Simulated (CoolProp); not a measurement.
R1234ze(E) at several states: density (kg/m³) from the reference equation and from simpler models built on Tc = 382.5 K, pc = 36.35 bar, ω = 0.313; each cubic takes its own stable root.

Model: reference Helmholtz-energy equation of state, Thol 2016, in CoolProp.

| T (K) | p (bar) | phase | reference |
|---|---|---|---|
| 231.6 | 14.5 | liquid | 1357 |
| 215.4 | 4.06 | liquid | 1396 |
| 362 | 150 | liquid | 1046 |
| 415.5 | 1.02 | gas | 3.392 |
| 212.2 | 83.5 | liquid | 1417 |
| 257.6 | 8 | liquid | 1286 |

How far does each simpler model (van der Waals, Redlich-Kwong, Soave-Redlich-Kwong, Peng-Robinson) lie from the reference over these 6 states: mean and median of the absolute difference, and the worst?


- van der Waals: mean 32.1 %, median 40.0 %, worst -41.0 % at 215.4 K and 4.06 bar
- Redlich-Kwong: mean 10.2 %, median 12.4 %, worst -13.5 % at 257.6 K and 8 bar
- Soave-Redlich-Kwong: mean 7.9 %, median 9.5 %, worst -9.7 % at 215.4 K and 4.06 bar
- Peng-Robinson: mean 1.6 %, median 1.7 %, worst +2.3 % at 257.6 K and 8 bar
